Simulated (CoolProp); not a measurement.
Normal hydrogen along the isotherm -227.65 °C: fugacity coefficient from the reference equation and from simpler models built on Tc = -240.0 °C, pc = 1.296 MPa, ω = -0.219; each cubic takes its own stable root.

Model: reference Helmholtz-energy equation of state, Leachman 2009, in CoolProp.

```json
[
 {"p (MPa)": "0.162", "phase": "gas", "reference": "0.9831", "van der Waals": "0.9835", "Peng-Robinson": "0.9772"},
 {"p (MPa)": "0.324", "phase": "gas", "reference": "0.9664", "van der Waals": "0.9671", "Peng-Robinson": "0.9550"},
 {"p (MPa)": "0.486", "phase": "gas", "reference": "0.9498", "van der Waals": "0.9508", "Peng-Robinson": "0.9332"},
 {"p (MPa)": "0.648", "phase": "gas", "reference": "0.9334", "van der Waals": "0.9347", "Peng-Robinson": "0.9118"},
 {"p (MPa)": "0.81", "phase": "gas", "reference": "0.9171", "van der Waals": "0.9187", "Peng-Robinson": "0.8909"},
 {"p (MPa)": "0.972", "phase": "gas", "reference": "0.9010", "van der Waals": "0.9028", "Peng-Robinson": "0.8705"},
 {"p (MPa)": "1.13", "phase": "gas", "reference": "0.8854", "van der Waals": "0.8875", "Peng-Robinson": "0.8510"},
 {"p (MPa)": "1.3", "phase": "supercritical", "reference": "0.8689", "van der Waals": "0.8711", "Peng-Robinson": "0.8305"},
 {"p (MPa)": "1.46", "phase": "supercritical", "reference": "0.8536", "van der Waals": "0.8559", "Peng-Robinson": "0.8117"},
 {"p (MPa)": "1.62", "phase": "supercritical", "reference": "0.8384", "van der Waals": "0.8409", "Peng-Robinson": "0.7933"},
 {"p (MPa)": "1.78", "phase": "supercritical", "reference": "0.8235", "van der Waals": "0.8260", "Peng-Robinson": "0.7755"},
 {"p (MPa)": "1.94", "phase": "supercritical", "reference": "0.8088", "van der Waals": "0.8114", "Peng-Robinson": "0.7581"}
]
```
